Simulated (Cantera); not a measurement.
Feed: 1 mol borazine, 2.6 mol H₂, held at 1650 °C and 1.33 mbar.

Equilibrium computed with Cantera from the NASA thermochemical tables; the gas is ideal and each condensed phase is pure. Candidate condensed phases: B, BN; 15 gas species. The feed counts by its element totals alone. Mutual solubility and eutectic melting of coexisting phases are not modelled. The tables' values for BH₂ are old estimates; treat these amounts as uncertain. Rates play no part.

Base state: H₂ 0.948, N₂ 0.0267, H 0.0251, BH₂ 0.000280, B 2.63e-5 (mole fractions); condensed: B(s) + BN(s).

**Question.** What changes in the equilibrium state with this change: temperature from 1650 °C to 825 °C?

**Answer.** 
```
species       before    after
----------  --------  -------
H₂             0.948    1.000
H             0.0251  6.80e-7
BH₂         0.000280  1.36e-9
N₂            0.0267    <1e-9
B            2.63e-5    <1e-9
B(s), mol      0.310        0
BN(s), mol      2.69     3.00
```
